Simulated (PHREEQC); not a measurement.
A made-up water analysis in mg/kgw, 54 °C, pH 5.87, pe 11.2:

| constituent | mg/kgw |
|---|---|
| Na | 0.0468 |
| K | 5.17e-05 |
| Ca | 0.131 |
| Mg | 0.0372 |
| Cl | 0.0366 |
| S(6) as SO4 | 0.0688 |
| Alkalinity as HCO3 | 0.522 |
| B | 0.00128 |
| Si as SiO2 | 0.00156 |
| Ni | 8.93e-05 |
| Pb | 0.000795 |
| O(0) (dissolved oxygen) | 0.00144 |
| F | 0.00108 |

Valence states are taken as typed.

Equilibrium calculation in PHREEQC: ion-association model, wateq4f.dat.

Each row changes one thing in this solution. No solid was allowed to form.

| case | ionic strength (mol/kgw) | CO2 (mol/kgw) | CO3-2 (mol/kgw) | MgSO4 (mol/kgw) | MgHCO3+ (mol/kgw) | HF (mol/kgw) | SI of Pb(OH)2 (Pb(OH)2) | SI of Quartz (SiO2) |
|---|---|---|---|---|---|---|---|---|
| as made | 1.82e-5 | 2.56e-5 | 5.13e-10 | 4.85e-10 | 2.12e-10 | 1.98e-10 | -3.94 | -3.99 |
| F from 0.00108 to 0.00324 mg/kgw | ___ | 2.56e-5 | 5.13e-10 | 4.85e-10 | 2.12e-10 | 5.93e-10 | -3.94 | -3.99 |
| Mg from 0.0372 to 0.112 mg/kgw | 2.44e-5 | 2.55e-5 | 5.15e-10 | 1.45e-9 | 6.36e-10 | 1.97e-10 | -3.94 | -3.99 |
| pH from 5.87 to 5.57 at the same alkalinity | 1.96e-5 | ___ | 2.93e-10 | 4.85e-10 | 2.41e-10 | ___ | -4.54 | -3.99 |

Task: Complete the blanks.

Result: 
- F from 0.00108 to 0.00324 mg/kgw, ionic strength (mol/kgw): 1.83e-5
- pH from 5.87 to 5.57 at the same alkalinity, CO2 (mol/kgw): 5.81e-5
- pH from 5.87 to 5.57 at the same alkalinity, HF (mol/kgw): 3.93e-10

Species that the database lacks are ignored. Constants without temperature data keep their 25 °C values here. SiF6-2 is the database's only silicon fluoride. Real BF4- forms and hydrolyses slowly; the run takes it at equilibrium.
